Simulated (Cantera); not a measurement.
## Low-pressure radical oxidation in H2/O2

A perfectly stirred reactor is fed with H₂ : O₂ : N₂ = 0.012 : 1 : 1 (molar parts), at 0.0267 bar; it is held at 1200 K, and followed from long to short residence time.

Model: GRI-Mech 3.0 (53 species, 325 reactions), integrated in Cantera. Radical loss at walls, strong at low pressure, is not modelled.

```json
[
 {"τ (s)": "4.8", "x H₂": "1.26e-5", "x O₂": "0.495", "x O": "0.000284", "x N₂O": "2.90e-8", "x HO₂": "2.55e-7", "x NO": "4.16e-8", "x H₂O₂": "1.04e-8"},
 {"τ (s)": "1.1", "x H₂": "2.90e-5", "x O₂": "0.495", "x O": "0.000700", "x N₂O": "2.52e-8", "x HO₂": "4.42e-7", "x NO": "2.56e-8", "x H₂O₂": "1.55e-8"},
 {"τ (s)": "0.24", "x H₂": "6.91e-5", "x O₂": "0.494", "x O": "0.00159", "x N₂O": "1.96e-8", "x HO₂": "7.17e-7", "x NO": "1.89e-8", "x H₂O₂": "2.15e-8"},
 {"τ (s)": "0.052", "x H₂": "0.000180", "x O₂": "0.493", "x O": "0.00283", "x N₂O": "1.24e-8", "x HO₂": "1.06e-6", "x NO": "1.40e-8", "x H₂O₂": "3.05e-8"},
 {"τ (s)": "0.012", "x H₂": "0.000519", "x O₂": "0.493", "x O": "0.00353", "x N₂O": "5.33e-9", "x HO₂": "1.42e-6", "x NO": "6.86e-9", "x H₂O₂": "4.87e-8"},
 {"τ (s)": "0.0026", "x H₂": "0.00169", "x O₂": "0.493", "x O": "0.00292", "x N₂O": "1.19e-9", "x HO₂": "1.70e-6", "x NO": "1.46e-9", "x H₂O₂": "7.73e-8"},
 {"τ (s)": "0.00057", "x H₂": "0.00513", "x O₂": "0.496", "x O": "0.000538", "x N₂O": "5.09e-11", "x HO₂": "1.17e-6", "x NO": "1.08e-11", "x H₂O₂": "1.69e-8"},
 {"τ (s)": "0.00013", "x H₂": "0.00596", "x O₂": "0.497", "x O": "7.31e-10", "x N₂O": "<1e-12", "x HO₂": "7.12e-10", "x NO": "<1e-12", "x H₂O₂": "<1e-12"}
]
```
x: mole fraction; the columns are a selection and need not sum to one.
